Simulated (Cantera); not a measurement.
An isothermal, constant-pressure homogeneous reactor starts with NH₃ : H₂ = 1 : 0.26 (molar parts), at 1725 K and 101000 Pa. Integrator tolerance rtol = 1e-08.

Model: the gas-phase N/H chemistry of the illustrative SiF4/NH3 mechanism in the Surface Chemkin manual (1991), integrated in Cantera. Walls and surfaces, which speed up NH3 decomposition in real reactors, are not modelled.

### Question
What does this change do: pressure from 101000 Pa to 1330 Pa?

### Answer
| quantity | before | after |
|---|---|---|
| x(NH₃) at 2.00 s | 0.190 (gas-phase equilibrium 1.11e-5) | 0.716 (gas-phase equilibrium 1.46e-7) |
| x(H₂) at 2.00 s | 0.641 (gas-phase equilibrium 0.779) | 0.262 (gas-phase equilibrium 0.777) |
| x(H) at 2.00 s | 9.72e-5 (gas-phase equilibrium 0.000164) | 4.85e-5 (gas-phase equilibrium 0.00143) |
| x(N₂H₄) at 2.00 s | 3.49e-8 (gas-phase equilibrium <1e-12) | 9.62e-9 (gas-phase equilibrium <1e-12) |
| x(NH₂) at 2.00 s | 7.41e-5 (gas-phase equilibrium 6.03e-9) | 0.000339 (gas-phase equilibrium 6.91e-10) |
| x(NH) at 2.00 s | 6.19e-7 (gas-phase equilibrium 7.09e-11) | 3.04e-6 (gas-phase equilibrium 7.08e-11) |
| x(N₂) at 2.00 s | 0.168 (gas-phase equilibrium 0.221) | 0.0215 (gas-phase equilibrium 0.221) |

### Question
What does this change do: NH3 1 to 0.28 parts?

### Answer
```tsv
quantity	before	after
x(NH₃) at 2.00 s	0.190 (gas-phase equilibrium 1.11e-5)	0.164 (gas-phase equilibrium 1.08e-5)
x(H₂) at 2.00 s	0.641 (gas-phase equilibrium 0.779)	0.719 (gas-phase equilibrium 0.829)
x(H) at 2.00 s	9.72e-5 (gas-phase equilibrium 0.000164)	0.000110 (gas-phase equilibrium 0.000169)
x(N₂H₄) at 2.00 s	3.49e-8 (gas-phase equilibrium <1e-12)	2.64e-8 (gas-phase equilibrium <1e-12)
x(NH₂) at 2.00 s	7.41e-5 (gas-phase equilibrium 6.03e-9)	6.45e-5 (gas-phase equilibrium 5.64e-9)
x(NH) at 2.00 s	6.19e-7 (gas-phase equilibrium 7.09e-11)	5.46e-7 (gas-phase equilibrium 6.43e-11)
x(N₂) at 2.00 s	0.168 (gas-phase equilibrium 0.221)	0.117 (gas-phase equilibrium 0.171)
```
